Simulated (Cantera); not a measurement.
Feed: 1 mol CF4, 0.38 mol HCl, held at 2123.15 K and 0.0278 Torr.

Method: chemical equilibrium by Gibbs-energy minimisation in Cantera with the NASA 1993 tables (ideal gas, pure condensed phases). Candidate condensed phases: C, C6H6, C7H8, C8H18; 118 gas species. Rates play no part.

Task: What is the equilibrium state?

Result: 
```json
{
 "x(F)": "0.758",
 "x(Cl)": "0.0914",
 "x(HF)": "0.0914",
 "x(CF2)": "0.0530",
 "x(CF)": "0.00622",
 "x(CF4)": "0.000123",
 "x(CF3)": "9.51e-5",
 "x(H)": "2.77e-5",
 "x(C3)": "1.30e-5",
 "n(C(graphite))": "0.753 mol",
 "gas_amount": "4.158 mol"
}
```
